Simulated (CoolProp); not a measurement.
Saturation properties of the fluoroketone C6F12O (FK-5-1-12).

Values from CoolProp's reference Helmholtz-energy equation of state, McLinden 2015.

| T (°C) | p (MPa) | liquid density (kg/m³) | vapour density (kg/m³) | enthalpy of vaporisation (kJ/kg) | liquid cp (kJ/(kg K)) |
|---|---|---|---|---|---|
| 73.65 | 0.2213 | 1442 | 27.31 | 80.15 | 1.151 |
| 83.05 | 0.2884 | 1407 | 35.57 | 76.88 | 1.166 |
| 92.45 | 0.3700 | 1370 | 45.83 | 73.38 | 1.183 |
| 101.85 | 0.4680 | 1331 | 58.57 | 69.61 | 1.203 |
| 111.25 | 0.5845 | 1288 | 74.43 | 65.51 | 1.227 |
| 120.75 | 0.7234 | 1242 | 94.55 | 60.93 | 1.259 |
| 130.15 | 0.8844 | 1190 | 120.0 | 55.83 | 1.302 |
| 139.55 | 1.072 | 1131 | 153.3 | 49.94 | 1.367 |
| 148.95 | 1.289 | 1061 | 199.4 | 42.78 | 1.482 |
| 158.35 | 1.542 | 965.9 | 270.8 | 33.22 | 1.777 |

It boils at 49.1 °C under 1 atm.
